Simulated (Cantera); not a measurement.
What does this Cantera script print?

```python
import numpy as np
import cantera as ct

gas_names = [...]  # 95 gases of nasa_gas.yaml made of C, F, H
cond_names = """
    C(gr) C6H6(L) C7H8(L) C8H18(L),n-octa
""".split()


# ... load() reads the species with a 1 bar reference pressure and builds the phases ...
atoms = {
    'c-C4F8': {'C': 4, 'F': 8},
    'H2': {'H': 2},
    'F2': {'F': 2},
}
top_T = {'C(gr)': 4500}  # K; cautious upper limits of use, not melting points


# ... equilibrate(T, P, feed) seeds the gas with the atoms and calls Mixture.equilibrate('TP', solver="vcs", rtol=1e-11, max_steps=5000) ...
results = []
feed = {'c-C4F8': 1, 'H2': 9.3, 'F2': 0.025}  # mol
P = 1333.22  # Pa
for T in [1948, 2023, 2098, 2173, 2248, 2323, 2398, 2473, 2548, 2623]:
    mix = equilibrate(T, P, feed)
    results.append((T, P, feed, dict(zip(mix.species_names, mix.species_moles))))
    x = sorted(zip(gas.X, gas.species_names), reverse=True)
    print(f"T = {T:g} K  P = {P:g} Pa  gas = {mix.phase_moles(0):.4g} mol")
    print("   x: " + "  ".join(f"{s} {v:.3e}" for v, s in x if v > 1e-05))
    print("   condensed (mol): " + ("  ".join(f"{mix.phase(i).name} {mix.phase_moles(i):.4g}"
          for i in range(1, mix.n_phases) if mix.phase_moles(i) > 1e-12) or "none"))
```

Output:

```
T = 1948 K  P = 1333.22 Pa  gas = 13.37 mol
   x: HF 6.023e-01  H2 3.914e-01  H 6.122e-03  C2H2,acetylene 2.109e-04
   condensed (mol): C(gr) 3.994
T = 2023 K  P = 1333.22 Pa  gas = 13.39 mol
   x: HF 6.010e-01  H2 3.884e-01  H 1.025e-02  C2H2,acetylene 3.469e-04
   condensed (mol): C(gr) 3.991
T = 2098 K  P = 1333.22 Pa  gas = 13.44 mol
   x: HF 5.991e-01  H2 3.838e-01  H 1.651e-02  C2H2,acetylene 5.478e-04  F 1.549e-05
   condensed (mol): C(gr) 3.985
T = 2173 K  P = 1333.22 Pa  gas = 13.5 mol
   x: HF 5.963e-01  H2 3.771e-01  H 2.566e-02  C2H2,acetylene 8.322e-04  F 3.186e-05
   condensed (mol): C(gr) 3.977
T = 2248 K  P = 1333.22 Pa  gas = 13.59 mol
   x: HF 5.924e-01  H2 3.677e-01  H 3.858e-02  C2H2,acetylene 1.218e-03  F 6.263e-05
   condensed (mol): C(gr) 3.967
T = 2323 K  P = 1333.22 Pa  gas = 13.71 mol
   x: HF 5.870e-01  H2 3.550e-01  H 5.619e-02  C2H2,acetylene 1.719e-03  F 1.183e-04  C2H 1.302e-05
   condensed (mol): C(gr) 3.952
T = 2398 K  P = 1333.22 Pa  gas = 13.88 mol
   x: HF 5.799e-01  H2 3.382e-01  H 7.935e-02  C2H2,acetylene 2.336e-03  F 2.156e-04  C2H 3.140e-05
   condensed (mol): C(gr) 3.933
T = 2473 K  P = 1333.22 Pa  gas = 14.1 mol
   x: HF 5.707e-01  H2 3.170e-01  H 1.087e-01  C2H2,acetylene 3.056e-03  F 3.810e-04  C2H 7.104e-05  C3 2.438e-05  C4H2 1.216e-05  CF 1.144e-05
   condensed (mol): C(gr) 3.91
T = 2548 K  P = 1333.22 Pa  gas = 14.37 mol
   x: HF 5.595e-01  H2 2.912e-01  H 1.445e-01  C2H2,acetylene 3.841e-03  F 6.560e-04  C2H 1.513e-04  C3 7.754e-05  CF 2.476e-05  C 2.385e-05  C4H2 2.096e-05
   condensed (mol): C(gr) 3.88
T = 2623 K  P = 1333.22 Pa  gas = 14.71 mol
   x: HF 5.460e-01  H2 2.611e-01  H 1.864e-01  C2H2,acetylene 4.627e-03  F 1.105e-03  C2H 3.039e-04  C3 2.304e-04  C 6.251e-05  CF 5.170e-05  C4H2 3.400e-05  C2 2.173e-05
   condensed (mol): C(gr) 3.84
```

Cantera equilibrium calculation (NASA polynomials, part measured and part estimated; ideal gas, pure solids and liquids). The feed counts by its element totals alone.
